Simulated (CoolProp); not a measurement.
Vapour pressure (MPa) of chlorine: the reference equation beside estimates from Tc = 143.7 °C, pc = 7.642 MPa, ω = 0.070. Clausius-Clapeyron is anchored at -22.35 °C with a constant enthalpy of vaporisation of 19.87 kJ/mol.

Model: reference Helmholtz-energy equation of state, Thol 2021, in CoolProp.

```
T (°C)   reference  Clausius-Clapeyron  Soave-Redlich-Kwong
------  ----------  ------------------  -------------------
-45.65     0.05875             0.06200              0.06057
-37.85     0.08507          (withheld)           (withheld)
-30.15  (withheld)              0.1212               0.1217
-22.35      0.1645              0.1645               0.1669
-14.55      0.2218              0.2193               0.2241
-6.85   (withheld)              0.2864               0.2943
0.95        0.3797              0.3698           (withheld)
8.75        0.4857              0.4706               0.4867
16.45       0.6107          (withheld)               0.6108
24.25       0.7601              0.7321               0.7591
31.95       0.9324              0.8966               0.9301
39.75        1.134          (withheld)                1.131
```

**Question.** Fill in the missing entries.

**Answer.** 
- -37.85, Clausius-Clapeyron: 0.08782
- -37.85, Soave-Redlich-Kwong: 0.08717
- -30.15, reference: 0.1194
- -6.85, reference: 0.2922
- 0.95, Soave-Redlich-Kwong: 0.3814
- 16.45, Clausius-Clapeyron: 0.5896
- 39.75, Clausius-Clapeyron: 1.090

Absolute difference from the reference over all 12 rows, mean and median: Clausius-Clapeyron 2.8 and 3.2 %, Soave-Redlich-Kwong 1.0 and 0.6 %.
